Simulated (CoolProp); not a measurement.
The numbers come from the reference Helmholtz-energy equation of state, Akasaka 2019 in CoolProp.

Task: For R1234ze(Z), give the phase and the Z, cp (kJ/(kg K)), expansivity (1/kK) at 324 K and 89.6 bar; 329.8 K and 89.6 bar; 352.9 K and 89.6 bar.

Result: 
- 324 K and 89.6 bar: liquid; Z 0.319, cp 1.31, expansivity 2.13
- 329.8 K and 89.6 bar: liquid; Z 0.317, cp 1.32, expansivity 2.20
- 352.9 K and 89.6 bar: liquid; Z 0.313, cp 1.38, expansivity 2.52
